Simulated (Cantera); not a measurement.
## Adiabatic ignition

An adiabatic, constant-pressure homogeneous reactor starts with 3.44 % CH₄, 20.3 % O₂, 76.1 % N₂, 0.186 % C₂H₆, equivalence ratio 0.37, at 1725 K and 10.0 bar.

Cantera simulation using GRI-Mech 3.0 (53 species, 325 reactions); the numbers are that mechanism's predictions, not measurements.

```tsv
t (s)	T (K)	x CH₄	x O₂	x CH₂	x C₂H₂	x C₂H
1.00e-6	1724	0.0344	0.202	3.83e-9	2.44e-9	<1e-12
2.96e-6	1724	0.0340	0.202	5.54e-8	1.35e-7	1.45e-12
8.77e-6	1767	0.0269	0.195	1.41e-6	2.70e-5	3.44e-9
2.60e-5	2445	<1e-12	0.125	<1e-12	<1e-12	<1e-12
7.70e-5	2472	<1e-12	0.125	<1e-12	<1e-12	<1e-12
0.000228	2472	<1e-12	0.125	<1e-12	<1e-12	<1e-12
0.000675	2469	<1e-12	0.124	<1e-12	<1e-12	<1e-12
0.00200	2463	<1e-12	0.123	<1e-12	<1e-12	<1e-12
0.00592	2452	<1e-12	0.120	<1e-12	<1e-12	<1e-12
0.0175	2444	<1e-12	0.118	<1e-12	<1e-12	<1e-12
0.0520	2443	<1e-12	0.118	<1e-12	<1e-12	<1e-12
0.154	2443	<1e-12	0.118	<1e-12	<1e-12	<1e-12
0.456	2443	<1e-12	0.118	<1e-12	<1e-12	<1e-12
1.35	2443	<1e-12	0.118	<1e-12	<1e-12	<1e-12
4.00	2443	<1e-12	0.118	<1e-12	<1e-12	<1e-12
```
x: mole fraction; the columns are a selection and need not sum to one.

```yaml
time_of_steepest_temperature_rise: 12.8 µs
temperature at 4.00 s: 2443 K
equilibrium_temperature: 2443 K
x(CH₄) at 4.00 s: <1e-12 (gas-phase equilibrium <1e-12)
x(O₂) at 4.00 s: 0.118 (gas-phase equilibrium 0.118)
x(CH₂) at 4.00 s: <1e-12 (gas-phase equilibrium <1e-12)
```
